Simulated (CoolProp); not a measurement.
Vapour-liquid equilibrium of ethylene (1) + propane (2) at -22.25 °C; x and y are mole fractions of (1).

The numbers come from the multi-fluid Helmholtz-energy mixture model, Smukala 2000 and Lemmon 2009; pair parameters Bell 2016 in CoolProp.

```tsv
x	bubble pressure (MPa)	y at the bubble point	dew pressure at overall composition x (MPa)	liquid density (mol/L)
0.05	…	0.323	…	12.79
0.2	0.6333	0.680	0.2787	13.24
0.35	…	…	0.3385	13.69
0.5	1.246	0.874	0.4299	14.12
0.65	…	0.919	0.5872	14.51
0.8	…	0.954	0.9160	14.82
0.95	2.246	…	1.833	14.97
```

### Question
Complete the blanks.

### Answer

- 0.05, bubble pressure (MPa): 0.3261
- 0.05, dew pressure at overall composition x (MPa): 0.2367
- 0.35, bubble pressure (MPa): 0.9408
- 0.35, y at the bubble point: 0.807
- 0.65, bubble pressure (MPa): 1.553
- 0.8, bubble pressure (MPa): 1.878
- 0.95, y at the bubble point: 0.988

No azeotrope shows between x = 0.05 and 0.95.

The pair parameters rest on a limited set of measurements; away from them the model extrapolates.
